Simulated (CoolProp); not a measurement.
Saturation properties of n-undecane (Tc = 365.7 °C, pc = 1.990 MPa, ω = 0.539).

Computed with CoolProp (reference Helmholtz-energy equation of state, Aleksandrov 2011). It is a short technical equation, of lower accuracy than the large ones.

```tsv
T (°C)	p (MPa)	liquid density (kg/m³)	vapour density (kg/m³)	liquid cp (kJ/(kg K))	surface tension (mN/m)
139.95	0.02040	647.2	0.9501	2.649	___
156.45	0.03459	633.6	1.565	2.717	12.7
173.05	0.05603	___	___	___	11.4
189.65	0.08696	604.9	3.767	2.856	10.1
206.25	0.1301	589.7	5.556	2.927	8.90
222.85	0.1884	573.7	7.984	3.000	7.70
239.35	0.2648	556.9	11.21	3.075	6.54
255.95	0.3638	538.9	15.51	3.155	5.43
272.55	___	519.4	21.22	3.243	4.38
289.15	0.6461	498.0	28.85	3.343	3.38
305.75	0.8398	473.8	39.25	___	2.44
322.25	1.076	445.7	53.93	3.640	1.60
338.85	___	410.3	76.71	3.963	0.846
```

Question: Some entries are withheld; supply them.

Answer: 
- 139.95, surface tension (mN/m): 14.1
- 173.05, liquid density (kg/m³): 619.5
- 173.05, vapour density (kg/m³): 2.474
- 173.05, liquid cp (kJ/(kg K)): 2.786
- 272.55, p (MPa): 0.4894
- 305.75, liquid cp (kJ/(kg K)): 3.466
- 338.85, p (MPa): 1.366

It boils at 195.8 °C under 1 atm.

Surface tension comes from a separate correlation (Mulero 2014).
